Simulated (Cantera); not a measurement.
Charge: 1 mol Si₃N₄, 3.5 mol Cl₂, 20 mol H₂, at 1673.15 K and 5.80 Pa.

Equilibrium computed with Cantera from the NASA thermochemical tables; the gas is ideal and each condensed phase is pure. Candidate condensed phases: NH₄Cl, Si, Si₃N₄; 28 gas species. The tables' values for SiCl, SiCl₃, SiN are old estimates; treat these amounts as uncertain. The numbers say what is thermodynamically allowed, not how fast it happens.

Base state: H₂ 0.706, HCl 0.120, N₂ 0.0772, SiCl₂ 0.0735, H 0.0126, Si 0.00722, Cl 0.00167, SiCl 0.00153 (mole fractions); condensed: Si(s).

What changes in the equilibrium state with this change: temperature from 1673.15 K to 1998 K?


| species | before | after |
|---|---|---|
| H₂ | 0.706 | 0.494 |
| HCl | 0.120 | 0.160 |
| H | 0.0126 | 0.148 |
| Si | 0.00722 | 0.0791 |
| Cl | 0.00167 | 0.0357 |
| SiCl₂ | 0.0735 | 0.0134 |
| N₂ | 0.0772 | 0.0648 |
| SiCl₃ | 7.36e-5 | 5.40e-6 |
| SiN | 1.01e-5 | 4.01e-5 |
| SiH | 7.81e-5 | 0.000289 |
| Si₂N | 1.82e-5 | 5.70e-6 |
| Si₂ | 2.78e-5 | 8.81e-5 |
| Si(s), mol | 0.864 | 0 |
The tables' values for SiCl, SiN are old estimates; treat these amounts as uncertain.
